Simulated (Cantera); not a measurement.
Charge: 1 mol SiO₂, 0.16 mol Al₂O₃, 3.3 mol N₂, at 925 K and 7.50 bar.

Cantera equilibrium calculation (NASA polynomials, part measured and part estimated; ideal gas, pure solids and liquids). Candidate condensed phases: Al, AlN, Al₂O₃, Al₂SiO₅, Al₆Si₂O₁₃, Si, SiO₂, Si₂N₂O, Si₃N₄; 23 gas species. Condensed phases not in the tables: alloys, solid solutions and most ternary compounds. The numbers say what is thermodynamically allowed, not how fast it happens.

Task: What is the equilibrium state?

Result: x(N₂): 1.00
n(Al₂SiO₅(andalusite)): 0.160 mol
n(SiO₂(β-quartz)): 0.840 mol
gas amount: 3.300 mol
log10 activity of Al₆Si₂O₁₃(mullite) (absent): -0.72
log10 activity of Si(s) (absent): -12.34
log10 activity of Al(s) (absent): -17.07
